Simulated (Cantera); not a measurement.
A closed system holds: 1 mol C2F6, 0.95 mol Si, 0.52 mol H2, at 1273.15 K and 0.100 bar.

Equilibrium computed with Cantera from the NASA thermochemical tables; the gas is ideal and each condensed phase is pure. Candidate condensed phases: C, C6H6, C7H8, C8H18, Si, SiC; 113 gas species. The feed counts by its element totals alone. Gases not in the tables: C2F6 and larger saturated fluorocarbons. The numbers say what is thermodynamically allowed, not how fast it happens.

Base state: HF 0.456, SiF4 0.417, CF4 0.127 (mole fractions); condensed: C(graphite).

Problem. What changes in the equilibrium state with this change: temperature from 1273.15 K to 2573 K?

Solution. 
```
species            before    after
----------------  -------  -------
HF                  0.456    0.380
SiF4                0.417    0.344
F                 7.21e-8    0.133
CF2               8.80e-7    0.123
CF4                 0.127  0.00813
CF                  <1e-9  0.00542
SiF3              1.50e-9  0.00269
H                   <1e-9  8.44e-5
C(graphite), mol     1.71     1.62
```
The tables' values for SiF3 are old estimates; treat these amounts as uncertain.
